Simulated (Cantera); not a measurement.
Feed: 1 mol CF4, 7.2 mol H2, equilibrated at 100 Torr.

These are equilibrium values from Cantera (NASA tables, ideal gas, pure condensed phases), not measurements of a reactor. Candidate condensed phases: C, C6H6, C7H8, C8H18; 95 gas species. Equilibrium is a limit: real reactors are often held back by kinetics, nucleation or transport.

Question: What share of the C ends up in condensed phases as a function of T (°C), at 1852, 1902, 1952, 2002, 2052, 2102, 2152, 2202, 2252, 2302?

Answer: 
| T (°C) | C condensed (%) | as |
|---|---|---|
| 1852 | 98.3 | C(graphite) |
| 1902 | 97.7 | C(graphite) |
| 1952 | 97.0 | C(graphite) |
| 2002 | 96.1 | C(graphite) |
| 2052 | 95.0 | C(graphite) |
| 2102 | 93.7 | C(graphite) |
| 2152 | 92.1 | C(graphite) |
| 2202 | 90.2 | C(graphite) |
| 2252 | 88.0 | C(graphite) |
| 2302 | 85.5 | C(graphite) |
